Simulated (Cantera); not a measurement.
A perfectly stirred reactor is fed with 2.70 % C3H8, 20.4 % O2, 76.9 % N2, at 2030 Torr; it is adiabatic with a 473 K inlet, and is followed from long to short residence time, starting on the burning branch (τ in s: 0.4, 0.16, 0.061, 0.024, 0.0093, 0.0036, 0.0014, 0.00055, 0.00021, 8.3e-05).

Detailed kinetics in Cantera: GRI-Mech 3.0 (53 species, 325 reactions). GRI-Mech 3.0 was tuned for natural gas; its chemistry of propane as a main component is partial and can be far from experiment.

x: mole fraction; the columns are a selection and need not sum to one.

```csv
τ (s),T (K),x C3H8,x O2,x NO,x C2H,x N2O
0.40,1944,7.92e-8,0.0674,0.000298,5.02e-10,3.74e-7
0.16,1943,1.88e-7,0.0675,0.000158,1.14e-9,4.35e-7
0.061,1941,4.44e-7,0.0676,9.22e-5,2.48e-9,5.69e-7
0.024,1937,9.67e-7,0.0676,6.31e-5,4.82e-9,7.82e-7
0.0093,1929,___,0.0678,___,___,___
0.0036,1915,___,0.0681,___,___,1.21e-6
0.0014,1892,7.88e-6,0.0688,2.66e-5,2.37e-8,1.20e-6
0.00055,1857,1.54e-5,0.0702,1.93e-5,3.49e-8,1.06e-6
0.00021,1799,3.35e-5,0.0730,1.32e-5,4.86e-8,8.68e-7
8.3e-5,1700,9.29e-5,0.0796,6.58e-6,6.41e-8,6.24e-7
```

Problem. Fill in the missing entries.

Solution. 
- 0.0093, x C3H8: 2.02e-6
- 0.0093, x NO: 4.72e-5
- 0.0093, x C2H: 8.77e-9
- 0.0093, x N2O: 1.04e-6
- 0.0036, x C3H8: 4.04e-6
- 0.0036, x NO: 3.59e-5
- 0.0036, x C2H: 1.49e-8
